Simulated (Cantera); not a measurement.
# Al + H₂O + N₂ (aluminium nitride and oxide growth)

Input: 1 mol Al, 23 mol H₂O, 830 mol N₂, equilibrated at 848.15 K and 35.0 Pa.

Method: chemical equilibrium by Gibbs-energy minimisation in Cantera with the NASA 1993 tables (ideal gas, pure condensed phases). Candidate condensed phases: Al, AlN, Al₂O₃, H₂O; 35 gas species. Equilibrium is a limit: real reactors are often held back by kinetics, nucleation or transport.

| Item | Result |
|---|---|
| x(N₂) | 0.973 |
| x(H₂O) | 0.0252 |
| x(H₂) | 0.00176 |
| n(Al₂O₃(s)) | 0.500 mol |
| gas amount | 853.0 mol |
| log10 activity of Al(s) (absent) | -26.59 |
